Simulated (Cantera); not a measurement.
Cantera run, input and output.

```python
import numpy as np
import cantera as ct

gas = ct.Solution("h2o2.yaml")
gas.TPX = 673, 93000, {'H2': 1, 'O2': 0.51, 'N2': 1.94}
flame = ct.FreeFlame(gas, width=0.042)
flame.set_refine_criteria(ratio=3, slope=0.08, curve=0.16)
flame.transport_model = "mixture-averaged"
flame.solve(loglevel=0, auto=True)
z, T = flame.grid, flame.T
thick = (T[-1] - T[0]) / np.gradient(T, z).max()
show = ['H2', 'O2', 'OH', 'H2O2', 'HO2', 'H']
print(f"laminar burning velocity  {flame.velocity[0] * 100:.3f} cm/s")
print(f"burnt temperature         {T[-1]:.1f} K")
print(f"thermal thickness         {thick * 1e3:.4f} mm")
print(f"grid points               {len(z)}")
z0 = z[flame.heat_release_rate.argmax()]
print(f"{'z/mm':>9s}{'T/K':>9s}{'u/(m/s)':>9s}" + "".join(f"{s:>11s}" for s in show))
rows = []
for k in (-3, -2, -1.5, -1, -0.5, -0.25, 0, 0.25, 0.5, 1, 2, 4, 8):
    zz = z0 + k * thick
    rows.append([k * thick, np.interp(zz, z, T), np.interp(zz, z, flame.velocity),
                 *(np.interp(zz, z, flame.X[gas.species_index(s)]) for s in show)])
    print(f"{rows[-1][0] * 1e3:9.3f}{rows[-1][1]:9.1f}{rows[-1][2]:9.3f}" + "".join(f"{x:11.3e}" for x in rows[-1][3:]))
```

Output:

```
laminar burning velocity  903.494 cm/s
burnt temperature         2542.4 K
thermal thickness         0.5473 mm
grid points               131
     z/mm      T/K  u/(m/s)         H2         O2         OH       H2O2        HO2          H
   -1.642    673.0    9.035  2.899e-01  1.478e-01  2.539e-18  2.299e-14  2.516e-12  3.848e-16
   -1.095    673.0    9.035  2.899e-01  1.478e-01  5.401e-15  3.171e-14  5.755e-11  9.888e-13
   -0.821    673.0    9.035  2.899e-01  1.478e-01  1.450e-12  1.256e-12  6.097e-09  3.449e-10
   -0.547    673.0    9.035  2.898e-01  1.478e-01  6.970e-10  4.857e-10  8.717e-07  1.358e-07
   -0.274    683.4    9.150  2.873e-01  1.478e-01  4.162e-05  1.679e-06  1.830e-04  2.212e-04
   -0.137    845.8   11.119  2.586e-01  1.436e-01  7.076e-04  7.322e-06  1.649e-04  6.816e-03
    0.000   1276.3   16.217  1.435e-01  9.917e-02  4.725e-03  4.800e-06  7.594e-05  4.416e-02
    0.137   1583.9   19.845  6.019e-02  4.467e-02  1.188e-02  2.690e-06  3.100e-05  6.360e-02
    0.274   1728.7   21.486  4.848e-02  3.326e-02  1.529e-02  1.580e-06  2.016e-05  5.735e-02
    0.547   1884.8   23.181  4.690e-02  2.892e-02  1.793e-02  8.598e-07  1.447e-05  4.497e-02
    1.095   2052.2   24.932  4.435e-02  2.500e-02  1.968e-02  4.805e-07  9.952e-06  3.215e-02
    2.189   2211.8   26.544  3.962e-02  2.107e-02  1.994e-02  3.131e-07  6.642e-06  2.130e-02
    4.379   2353.4   27.926  3.330e-02  1.732e-02  1.869e-02  2.415e-07  4.564e-06  1.302e-02
```

Detailed kinetics in Cantera: the H2/O2 subset of GRI-Mech 3.0, which has no nitrogen chemistry. Burning velocities carry a grid error of a few per cent, more on coarse grids.
